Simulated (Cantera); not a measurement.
An isothermal, constant-pressure homogeneous reactor starts with H2 : O2 = 0.092 : 1 (molar parts), equivalence ratio 0.046, at 1198 K and 0.00560 bar.

Cantera simulation using the H2/O2 subset of GRI-Mech 3.0, which has no nitrogen chemistry; the numbers are that mechanism's predictions, not measurements. Radical loss at walls, strong at low pressure, is not modelled. The temperature is held fixed by assumption; the heat of reaction is taken as removed at once.

One state of this run: x H2 = 0.000109; x O2 = 0.909; x H = 0.000188; x HO2 = 8.17e-7; x H2O = 0.0870; x H2O2 = 4.45e-8. x: mole fraction; the columns are a selection and need not sum to one.

Question: Which value of t (s) does it belong to?
A. 0.00246
B. 0.219
C. 2.07
D. 0.673

Answer: D, 0.673
